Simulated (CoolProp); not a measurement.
Vapour-liquid equilibrium of R113 (1) + benzene (2) at 432.7 K; x and y are mole fractions of (1).

Values from CoolProp's multi-fluid Helmholtz-energy mixture model, Marx 1992 and Thol 2012; pair parameters Bell 2016.

| x | bubble pressure, mixture model (MPa) | bubble pressure, Raoult's law (MPa) | y, mixture model | y, Raoult's law |
|---|---|---|---|---|
| 0.05 | 0.7685 | 0.7412 | [?] | 0.097 |
| 0.2 | 0.9277 | 0.8522 | 0.351 | 0.339 |
| 0.35 | 1.053 | 0.9632 | [?] | 0.525 |
| 0.5 | 1.159 | 1.074 | [?] | 0.672 |
| 0.65 | 1.253 | 1.185 | 0.741 | 0.792 |
| 0.8 | 1.339 | 1.296 | 0.850 | 0.891 |
| 0.95 | 1.419 | 1.407 | 0.962 | 0.975 |

Question: Some entries are withheld; supply them.

Answer: 
- 0.05, y, mixture model: 0.116
- 0.35, y, mixture model: 0.506
- 0.5, y, mixture model: 0.629

The largest gap from Raoult's law is +9.3 % in bubble pressure, at x = 0.35. No azeotrope shows between x = 0.05 and 0.95.

The pair parameters rest on a limited set of measurements; away from them the model extrapolates.
